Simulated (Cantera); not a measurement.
A freely propagating, adiabatic, planar premixed flame of CH₄ : CO : O₂ : N₂ = 1 : 1 : 2.27 : 9.32 (molar parts), unburnt at 375 K and 0.987 atm; mixture-averaged transport, grid criteria slope 0.08 and curve 0.16, no radiation.

Computed with Cantera and GRI-Mech 3.0 (53 species, 325 reactions). Burning velocities carry a grid error of a few per cent, more on coarse grids.

Task: How do the results move with these cheaper or finer settings: unity-Lewis-number transport; multicomponent transport; multicomponent+Soret transport; grid criteria slope 0.5, curve 1; grid criteria slope 0.25, curve 0.5; grid criteria slope 0.03, curve 0.06?

Result: 
```
setting                               laminar burning velocity  thermal thickness  peak x(C₂H₂)  grid points  grid points
------------------------------------  ------------------------  -----------------  ------------  -----------  -----------
as above                                             62.2 cm/s           0.388 mm       4.08e-5          155          155
unity-Lewis-number transport                         43.1 cm/s           0.459 mm       2.99e-5          153          153
multicomponent transport                             62.1 cm/s           0.393 mm       4.15e-5          155          155
multicomponent+Soret transport                       61.2 cm/s           0.395 mm       3.81e-5          155          155
grid criteria slope 0.5, curve 1                     66.3 cm/s           0.431 mm       3.99e-5           49           49
grid criteria slope 0.25, curve 0.5                  63.8 cm/s           0.401 mm       4.00e-5           70           70
grid criteria slope 0.03, curve 0.06                 61.1 cm/s           0.386 mm       4.10e-5          357          357
```
The base run took around 27 core-seconds (rough).
Unity Lewis numbers drop preferential diffusion, which matters most where H2 and H carry the flame; Soret adds thermal diffusion.
